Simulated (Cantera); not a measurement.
What does this Cantera script print?

```python
import numpy as np
import cantera as ct

gas_names = """
    CL CL2 H HCL H2 Si SiCL SiCL2 SiCL3 SiCL4 SiH SiHCL3 SiH2 SiH2CL2 SiH3 SiH3CL SiH4 Si2 Si3
""".split()
cond_names = """
    Si(cr) Si(L)
""".split()


def load(file, names, dense=False):
    # The tables refer to 1 bar. Condensed volumes are neglected.
    table = {s.name: s for s in ct.Species.list_from_file(file)}
    out = []
    for n in names:
        d = dict(table[n].input_data)
        d["thermo"] = dict(d["thermo"], **{"reference-pressure": 1e5})
        if dense:
            d["equation-of-state"] = {"model": "constant-volume", "density": "1e6 g/cm^3"}
        out.append(ct.Species.from_dict(d))
    return out


gas = ct.Solution(thermo="ideal-gas", species=load("nasa_gas.yaml", gas_names))
cond = {s.name: ct.Solution(thermo="fixed-stoichiometry", species=[s], name=s.name)
        for s in load("nasa_condensed.yaml", cond_names, dense=True)}
atoms = {
    'Si': {'Si': 1},
    'HCl': {'H': 1, 'CL': 1},
}
top_T = {}  # K; cautious upper limits of use, not melting points


def equilibrate(T, P, feed):
    n = {}
    for name, mol in feed.items():
        for a, k in atoms[name].items():
            n[a] = n.get(a, 0.0) + k * mol
    gas.TPX = T, P, n
    mass = sum(n.values()) * gas.mean_molecular_weight
    gas.equilibrate("TP")
    valid = [c for c in cond.values() if c.min_temp <= T <= top_T.get(c.name, c.max_temp)]
    mix = ct.Mixture([(gas, mass / gas.mean_molecular_weight)] + [(c, 0.0) for c in valid])
    mix.T, mix.P = T, P
    mix.equilibrate("TP", solver="vcs", rtol=1e-11, max_steps=5000)
    return mix


results = []
feed = {'Si': 1, 'HCl': 19}  # mol
T = 1425  # K
for P in [1, 4.2, 18, 75, 320, 1300, 5600, 24000, 100000]:
    mix = equilibrate(T, P, feed)
    results.append((T, P, feed, dict(zip(mix.species_names, mix.species_moles))))

top = {s: max(r[3][s] / sum(r[3][g] for g in gas_names) for r in results) for s in gas_names}
cols = sorted((s for s in top if top[s] > 0.0001), key=lambda s: -top[s])[:7]
seen = [c for c in cond_names if any(r[3].get(c, 0) > 1e-12 for r in results)]
print("log10 of partial pressures in bar; condensed amounts in mol")
print(f"{'P/Pa':>10s}" + "".join(f"{s[:9]:>10s}" for s in cols + seen))
for T, P, feed, n in results:
    ng = sum(n[g] for g in gas_names)
    print(f"{P:10.4g}" + "".join(f"{np.log10(max(n[s] / ng * P / 1e5, 1e-99)):10.3f}" for s in cols)
          + "".join(f"{n.get(c, 0):10.4g}" for c in seen))
```

It prints:

```
log10 of partial pressures in bar; condensed amounts in mol
      P/Pa       HCL        H2     SiCL4     SiCL2     SiCL3        CL    SiHCL3
         1    -5.054    -6.243    -8.340    -6.304    -7.619    -7.186   -10.635
       4.2    -4.430    -5.611    -7.128    -5.710    -6.717    -6.877    -9.417
        18    -3.799    -4.942    -5.975    -5.148    -5.859    -6.581    -8.224
        75    -3.185    -4.256    -4.955    -4.671    -5.110    -6.309    -7.133
       320    -2.562    -3.551    -4.046    -4.304    -4.472    -6.039    -6.142
      1300    -1.959    -2.889    -3.282    -4.083    -3.980    -5.767    -5.319
      5600    -1.328    -2.227    -2.570    -3.970    -3.567    -5.468    -4.575
   2.4e+04    -0.698    -1.584    -1.905    -3.923    -3.211    -5.159    -3.898
     1e+05    -0.078    -0.960    -1.271    -3.904    -2.885    -4.851    -3.259
```

Equilibrium computed with Cantera from the NASA thermochemical tables; the gas is ideal and each condensed phase is pure. The tables' values for SiCl3 are old estimates; treat these amounts as uncertain.
